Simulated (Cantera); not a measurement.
An adiabatic, constant-volume homogeneous reactor starts with CH4 : O2 : N2 = 1 : 5.26 : 19.8 (molar parts), equivalence ratio 0.38, at 1125 K and 1130 Torr.

Computed with Cantera and GRI-Mech 3.0 (53 species, 325 reactions).

One state of this run: T (K) = 2145; P (bar) = 2.86; x CH4 = <1e-12; x O2 = 0.120; x C2H4 = <1e-12; x C2H6 = <1e-12; x C2H = <1e-12; x NO = 0.00799; x O = 0.000390. x: mole fraction; the columns are a selection and need not sum to one.

### Question
Which value of t (s) does it belong to?
(A) 1.00e-6
(B) 3.11e-6
(C) 0.826
(D) 0.00283

### Answer
C, 0.826
